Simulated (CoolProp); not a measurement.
The fluid at 260.57 K and 2.38 MPa (liquid) is heated at constant pressure to 366.4 K. The same conditions are run with several fluids, on thermodynamics alone (safety and materials aside).

Values from CoolProp's reference Helmholtz-energy equation of state of each fluid (cyclopentane: Gedanitz 2015; R1233zd(E): Akasaka 2022; R1132(E): Akasaka 2024; n-undecane: Aleksandrov 2011; ammonia: Gao 2020).

```
fluid         heat (kJ/kg)  final phase  final density (kg/m³)
------------  ------------  -----------  ---------------------
cyclopentane           [?]       liquid                    [?]
R1233zd(E)             129       liquid                    [?]
R1132(E)               [?]          gas                    [?]
n-undecane             [?]       liquid                    687
ammonia                [?]          gas                    [?]
```

Problem. Complete the blanks.

Solution. 
- cyclopentane, heat (kJ/kg): 200
- cyclopentane, final density (kg/m³): 671
- R1233zd(E), final density (kg/m³): 1080
- R1132(E), heat (kJ/kg): 356
- R1132(E), final density (kg/m³): 58.8
- n-undecane, heat (kJ/kg): 240
- ammonia, heat (kJ/kg): 1470
- ammonia, final density (kg/m³): 15.2
